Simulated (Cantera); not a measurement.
Cantera run:

```python
import numpy as np
import cantera as ct

gas_names = """
    CL CLO CL2 H HCL HOCL HO2 H2 H2O H2O2 O OH O2 O3
""".split()
cond_names = """
    H2O(s) H2O(L)
""".split()


# ... load() reads the species with a 1 bar reference pressure and builds the phases ...
atoms = {
    'HCl': {'H': 1, 'CL': 1},
    'O2': {'O': 2},
}
top_T = {}  # K; cautious upper limits of use, not melting points


# ... equilibrate(T, P, feed) seeds the gas with the atoms and calls Mixture.equilibrate('TP', solver="vcs", rtol=1e-11, max_steps=5000) ...
results = []
feed = {'HCl': 1, 'O2': 4.4}  # mol
T = 3373.15  # K
P = 1333.22  # Pa
mix = equilibrate(T, P, feed)
results.append((T, P, feed, dict(zip(mix.species_names, mix.species_moles))))
print(gas.report(threshold=1e-06))
for i in range(1, mix.n_phases):
    print(f"{mix.phase(i).name:16s} {mix.phase_moles(i):12.5e} mol")
```

Output:

```
       temperature   3373.2 K
          pressure   1333.2 Pa
           density   0.00083369 kg/m^3
  mean mol. weight   17.538 kg/kmol
   phase of matter   gas

                          1 kg             1 kmol
                     ---------------   ---------------
          enthalpy        1.6241e+07        2.8484e+08  J
   internal energy        1.4642e+07        2.5679e+08  J
           entropy             14644        2.5681e+05  J/K
    Gibbs function       -3.3154e+07       -5.8144e+08  J
 heat capacity c_p            1273.9             22341  J/K
 heat capacity c_v            799.81             14027  J/K

                      mass frac. Y      mole frac. X     chem. pot. / RT
                     ---------------   ---------------   ---------------
                CL           0.19812          0.098014           -26.229
               CLO        6.4115e-05        2.1855e-05           -45.178
                 H         0.0051106          0.088917           -16.548
               HCL         0.0018844        0.00090648           -42.777
                H2        6.3076e-05        0.00054871           -33.096
               H2O        0.00011546         0.0001124           -52.045
                 O           0.67927           0.74459           -18.949
                OH         0.0075617         0.0077977           -35.497
                O2           0.10781          0.059088           -37.898
     [   +5 minor]        2.5153e-06        8.1086e-07
```

These are equilibrium values from Cantera (NASA tables, ideal gas, pure condensed phases), not measurements of a reactor.
